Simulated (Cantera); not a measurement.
A perfectly stirred reactor is fed with CO : H2 : O2 : N2 = 1 : 0.21 : 0.611 : 2.3 (molar parts), at 0.210 bar; it is adiabatic with a 350 K inlet, and is followed from long to short residence time, starting on the burning branch (τ in s: 0.24, 0.12, 0.056, 0.027, 0.013, 0.0063, 0.0031, 0.0015, 0.00072, 0.00035, 0.00017, 8.1e-05, 3.9e-05).

Model: GRI-Mech 3.0 (53 species, 325 reactions), integrated in Cantera.

Problem. What does this change do: CO 1 to 0.68 parts?

Solution. 
| quantity | before | after |
|---|---|---|
| blow-out, bracketed by the residence times tried | burning at 0.720 ms, out at 0.350 ms | burning at 0.720 ms, out at 0.350 ms |
| x(CO) at τ = 0.240 s | 0.0568 | 0.0180 |
| x(H2) at τ = 0.240 s | 0.00249 | 0.00118 |
| x(O2) at τ = 0.240 s | 0.0275 | 0.0556 |
| x(H) at τ = 0.240 s | 0.00196 | 0.000888 |
| x(NO) at τ = 0.240 s | 0.00261 | 0.00108 |
| x(CO) at τ = 3.10 ms | 0.0990 | 0.0542 |
| x(H2) at τ = 3.10 ms | 0.00610 | 0.00492 |
| x(O2) at τ = 3.10 ms | 0.0497 | 0.0713 |
| x(H) at τ = 3.10 ms | 0.0253 | 0.0175 |
| x(NO) at τ = 3.10 ms | 6.95e-5 | 4.44e-5 |
